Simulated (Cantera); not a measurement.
Input: 1 mol Fe2O3, 0.34 mol H2S, 0.13 mol CO2, 0.00094 mol N2, equilibrated at 0.940 bar.

Equilibrium computed with Cantera from the NASA thermochemical tables; the gas is ideal and each condensed phase is pure. Candidate condensed phases: C, C6H6, C7H8, C8H18, Fe, Fe(CO)5, FeO, Fe(OH)2, Fe(OH)3, FeS, FeSO4, FeS2, Fe2O3, Fe2(SO4)3, Fe3O4, H2O, H2SO4, S; 154 gas species. Mutual solubility and eutectic melting of coexisting phases are not modelled. The tables' stoichiometric FeO is somewhat more stable than real wüstite, so its field is too wide. FeO: taken at fixed stoichiometry. Rates play no part.

Problem. At 1448 K, list the 7 most abundant gas species with their mole fractions, and the condensed phases.

Solution. H2O 0.414, SO2 0.389, CO2 0.156, S2 0.0151, H2 0.00896, CO 0.00798, H2S 0.00503. Condensed: FeO(s) + Fe3O4(s).
